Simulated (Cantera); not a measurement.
Feed: 1 mol HMDSO, 29 mol N2O, 1.1 mol CO2, held at 10.0 mbar.

Cantera equilibrium calculation (NASA polynomials, part measured and part estimated; ideal gas, pure solids and liquids). Candidate condensed phases: C, C6H6, C7H8, C8H18, H2O, Si, SiC, SiO2, Si2N2O, Si3N4; 151 gas species. The feed counts by its element totals alone. The numbers say what is thermodynamically allowed, not how fast it happens. All values below are at 898 K.

Base state: N2 0.609, H2O 0.189, CO2 0.149, O2 0.0525 (mole fractions); condensed: SiO2(β-quartz).

Question: What changes in the equilibrium state with this change: N2O from 29 to 1.1 mol?

Answer: 
```tsv
species	before	after
H2	<1e-9	0.863
N2	0.609	0.106
CO	<1e-9	0.0282
H2O	0.189	0.000615
O2	0.0525	<1e-9
CO2	0.149	4.68e-5
CH4	<1e-9	0.00238
SiO2(β-quartz), mol	2.00	2.00
C(graphite), mol	0	6.78
```
